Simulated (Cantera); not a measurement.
A Cantera script and what it prints.

```python
import numpy as np
import cantera as ct

gas_names = """
    CL CL2 H HCL H2 N NH NH2 NH3 N2 N2H2 N2H4 Si SiCL SiCL2 SiCL3 SiCL4 SiH SiHCL3 SiH2 SiH2CL2 SiH3
    SiH3CL SiH4 SiN Si2 Si2N Si3
""".split()
cond_names = """
    NH4CL(a) NH4CL(b) Si(cr) Si(L) Si3N4(a)
""".split()


def load(file, names, dense=False):
    # The tables refer to 1 bar. Condensed volumes are neglected.
    table = {s.name: s for s in ct.Species.list_from_file(file)}
    out = []
    for n in names:
        d = dict(table[n].input_data)
        d["thermo"] = dict(d["thermo"], **{"reference-pressure": 1e5})
        if dense:
            d["equation-of-state"] = {"model": "constant-volume", "density": "1e6 g/cm^3"}
        out.append(ct.Species.from_dict(d))
    return out


gas = ct.Solution(thermo="ideal-gas", species=load("nasa_gas.yaml", gas_names))
cond = {s.name: ct.Solution(thermo="fixed-stoichiometry", species=[s], name=s.name)
        for s in load("nasa_condensed.yaml", cond_names, dense=True)}
atoms = {
    'SiHCl3': {'Si': 1, 'H': 1, 'CL': 3},
    'N2': {'N': 2},
}
top_T = {'Si3N4(a)': 2400}  # K; cautious upper limits of use, not melting points


def equilibrate(T, P, feed):
    n = {}
    for name, mol in feed.items():
        for a, k in atoms[name].items():
            n[a] = n.get(a, 0.0) + k * mol
    gas.TPX = T, P, n
    mass = sum(n.values()) * gas.mean_molecular_weight
    gas.equilibrate("TP")
    valid = [c for c in cond.values() if c.min_temp <= T <= top_T.get(c.name, c.max_temp)]
    mix = ct.Mixture([(gas, mass / gas.mean_molecular_weight)] + [(c, 0.0) for c in valid])
    mix.T, mix.P = T, P
    mix.equilibrate("TP", solver="vcs", rtol=1e-11, max_steps=5000)
    return mix


results = []
feed = {'SiHCl3': 1, 'N2': 13}  # mol
P = 1100  # Pa
for T in [848, 898, 948, 998, 1048, 1098, 1148, 1198, 1248, 1298, 1348, 1398]:
    mix = equilibrate(T, P, feed)
    results.append((T, P, feed, dict(zip(mix.species_names, mix.species_moles))))

top = {s: max(r[3][s] / sum(r[3][g] for g in gas_names) for r in results) for s in gas_names}
cols = sorted((s for s in top if top[s] > 1e-05), key=lambda s: -top[s])[:6]
seen = [c for c in cond_names if any(r[3].get(c, 0) > 1e-12 for r in results)]
print("log10 of partial pressures in bar; condensed amounts in mol")
print(f"{'T/K':>10s}" + "".join(f"{s[:9]:>10s}" for s in cols + seen))
for T, P, feed, n in results:
    ng = sum(n[g] for g in gas_names)
    print(f"{T:10.4g}" + "".join(f"{np.log10(max(n[s] / ng * P / 1e5, 1e-99)):10.3f}" for s in cols)
          + "".join(f"{n.get(c, 0):10.4g}" for c in seen))
```

It prints:

```
log10 of partial pressures in bar; condensed amounts in mol
       T/K        N2       HCL     SiCL4     SiCL2     SiCL3        H2  Si3N4(a)
       848    -2.006    -3.198    -3.372   -10.366    -7.798    -4.143    0.1512
       898    -2.006    -3.190    -3.375    -9.396    -7.228    -4.184    0.1526
       948    -2.006    -3.183    -3.378    -8.529    -6.718    -4.220    0.1537
       998    -2.006    -3.177    -3.381    -7.751    -6.261    -4.254    0.1546
      1048    -2.006    -3.172    -3.384    -7.049    -5.848    -4.284    0.1553
      1098    -2.006    -3.168    -3.387    -6.413    -5.474    -4.312    0.1557
      1148    -2.006    -3.165    -3.393    -5.834    -5.135    -4.336    0.1556
      1198    -2.006    -3.163    -3.402    -5.307    -4.828    -4.357    0.1544
      1248    -2.007    -3.161    -3.420    -4.828    -4.553    -4.373    0.1512
      1298    -2.007    -3.162    -3.456    -4.396    -4.314    -4.382    0.1436
      1348    -2.009    -3.165    -3.524    -4.014    -4.119    -4.377    0.1282
      1398    -2.011    -3.173    -3.650    -3.692    -3.987    -4.351     0.101
```

Equilibrium computed with Cantera from the NASA thermochemical tables; the gas is ideal and each condensed phase is pure. N2 is the only nitrogen source here; it is nearly inert below about 1500 K, so the nitride shown seldom forms there in practice. The tables' values for SiCl3 are old estimates; treat these amounts as uncertain.
